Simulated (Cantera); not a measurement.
A closed system holds: 1 mol C6H6, 0.35 mol CO2, 14 mol N2, 0.019 mol NH3, held at 43.0 bar.

Method: chemical equilibrium by Gibbs-energy minimisation in Cantera with the NASA 1993 tables (ideal gas, pure condensed phases). Candidate condensed phases: C, C6H6, C7H8, C8H18, H2O; 136 gas species. The ideal-gas law is rough above about 30 bar. Rates play no part.

x: gas mole fraction; n: condensed amount in mol.

```csv
T (°C),x N2,x H2,x CO,x CH4,x HCN,x H2O,n C(graphite)
875,0.811,0.131,0.0295,0.0177,1.33e-5,0.00801,5.51
975,0.801,0.148,0.0355,0.0105,4.28e-5,0.00348,5.54
1075,0.796,0.158,0.0379,0.00624,0.000113,0.00150,5.57
1175,0.793,0.163,0.0388,0.00380,0.000260,0.000689,5.59
1275,0.792,0.166,0.0392,[?],[?],[?],5.60
1375,0.791,0.167,0.0393,0.00161,0.000992,0.000184,5.61
1475,0.790,0.168,0.0394,[?],[?],[?],5.60
1575,0.789,0.168,0.0394,0.000796,0.00280,6.43e-5,5.58
1675,0.788,0.167,0.0394,0.000588,0.00434,4.11e-5,5.56
1775,0.787,0.166,0.0395,0.000445,0.00641,2.74e-5,5.52
1875,0.785,0.165,0.0395,0.000344,0.00911,1.89e-5,5.46
1975,0.783,0.163,0.0395,0.000270,0.0125,1.35e-5,5.38
2075,0.781,0.160,0.0394,0.000214,0.0167,9.86e-6,5.29
```

Task: Some entries are withheld; supply them.

Result: 
- 1275, x CH4: 0.00242
- 1275, x HCN: 0.000531
- 1275, x H2O: 0.000343
- 1475, x CH4: 0.00111
- 1475, x HCN: 0.00172
- 1475, x H2O: 0.000106
